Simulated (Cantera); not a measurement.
**Diamond growth**

A diamond (100) surface in a fixed gas of H2 with x(CH4) = 0.0051, x(CH3) = 0.00018, at 950 K, 0.178 atm; coverages are run to steady state.

Model: the Harris–Goodwin 1993 mechanism for the reconstructed diamond (100) surface, integrated in Cantera.

```tsv
x(H)	growth (µm/h)	θ c6HH	θ c6H*	θ c6*H	θ c6**	θ c6HM
0.0001	4.43	0.319	0.00629	0.149	0.00154	0.402
0.00025	7.38	0.427	0.00896	0.213	0.00310	0.267
0.00062	10.1	0.524	0.0113	0.268	0.00467	0.147
0.0016	11.9	0.589	0.0129	0.305	0.00579	0.0674
0.0039	12.8	0.619	0.0137	0.322	0.00634	0.0297
0.0097	13.3	0.633	0.0142	0.330	0.00661	0.0123
0.024	13.5	0.639	0.0149	0.333	0.00678	0.00506
0.061	13.7	0.641	0.0162	0.333	0.00698	0.00201
0.15	14.1	0.642	0.0193	0.330	0.00736	0.000839
```
θ: site fractions in the mechanism's names (c6HH fully hydrogenated, c6H* and c6*H radical sites, c6** diradical, c6HM methylated).
